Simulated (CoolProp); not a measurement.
Vapour-liquid equilibrium of diethyl ether (1) + acetone (2) at 0.147 MPa; x and y are mole fractions of (1).

Model: multi-fluid Helmholtz-energy mixture model, Thol 2014 and Lemmon 2006; pair parameters Bell 2016, in CoolProp.

Problem. Give the bubble temperature and the first vapour's composition at x = 0.05, 0.35, 0.8. Is there an azeotrope?

Solution. x = 0.05: 337.8 K, y = 0.123; x = 0.35: 326.2 K, y = 0.571; x = 0.8: 319.3 K, y = 0.851. No azeotrope shows between x = 0.05 and 0.95.

Pair parameters are fitted to limited data, so mixtures are less certain than the pure fluids.
